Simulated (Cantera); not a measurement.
Gas mixture: H2 : C2H2 = 0.71 : 0.94 (molar parts), at 79000 Pa, frozen composition.

Cantera's kinetic-theory transport with the Lennard-Jones parameters of GRI-Mech 3.0, ideal gas; thermal conductivity in the mixture-averaged form. The composition is frozen, though it would react at the higher temperatures.

One state of this run: ρ (kg/m³) = 0.186; cp (J/kg/K) = 3113; μ (µPa s) = 23.9; λ (mW/m/K) = 159; Pr = 0.467; D (cm²/s) OH = 2.62; D (cm²/s) H2 = 4.23; D (cm²/s) CO2 = 1.44. D: mixture-averaged diffusion coefficient of that species in the mixture.

Task: Which value of T (K) does it belong to?
A) 1400
B) 800
C) 1000
D) 1200

Result: B, 800
